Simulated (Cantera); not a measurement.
## Adiabatic ignition

An adiabatic, constant-pressure homogeneous reactor starts with CH4 : O2 : N2 : H2 = 1 : 2.9 : 10.9 : 0.62 (molar parts), equivalence ratio 0.80, at 1200 K and 620000 Pa.

Cantera simulation using GRI-Mech 3.0 (53 species, 325 reactions); the numbers are that mechanism's predictions, not measurements.

```tsv
t (s)	T (K)	x CH4	x O2	x CO	x C2H4	x C2H	x CH2
2.00e-6	1200	0.0649	0.188	<1e-12	<1e-12	<1e-12	<1e-12
4.69e-6	1200	0.0649	0.188	<1e-12	<1e-12	<1e-12	<1e-12
1.10e-5	1200	0.0649	0.188	1.42e-12	<1e-12	<1e-12	<1e-12
2.57e-5	1200	0.0649	0.188	2.22e-11	4.94e-12	<1e-12	<1e-12
6.02e-5	1200	0.0648	0.188	6.87e-10	1.90e-10	<1e-12	<1e-12
0.000141	1201	0.0648	0.188	8.58e-7	1.56e-7	<1e-12	1.28e-10
0.000331	1287	0.0561	0.178	0.00325	0.000371	<1e-12	1.83e-8
0.000775	2632	<1e-12	0.0398	0.00828	<1e-12	<1e-12	<1e-12
0.00181	2625	<1e-12	0.0378	0.00823	<1e-12	<1e-12	<1e-12
0.00425	2619	<1e-12	0.0360	0.00820	<1e-12	<1e-12	<1e-12
0.00996	2618	<1e-12	0.0356	0.00819	<1e-12	<1e-12	<1e-12
0.0233	2618	<1e-12	0.0356	0.00819	<1e-12	<1e-12	<1e-12
0.0547	2618	<1e-12	0.0356	0.00819	<1e-12	<1e-12	<1e-12
0.128	2618	<1e-12	0.0356	0.00819	<1e-12	<1e-12	<1e-12
0.300	2618	<1e-12	0.0356	0.00819	<1e-12	<1e-12	<1e-12
```
x: mole fraction; the columns are a selection and need not sum to one.

time of steepest temperature rise: 0.402 ms
temperature at 0.300 s: 2618 K
equilibrium temperature: 2618 K
x(CH4) at 0.300 s: <1e-12 (gas-phase equilibrium <1e-12)
x(O2) at 0.300 s: 0.0356 (gas-phase equilibrium 0.0356)
x(CO) at 0.300 s: 0.00819 (gas-phase equilibrium 0.00819)
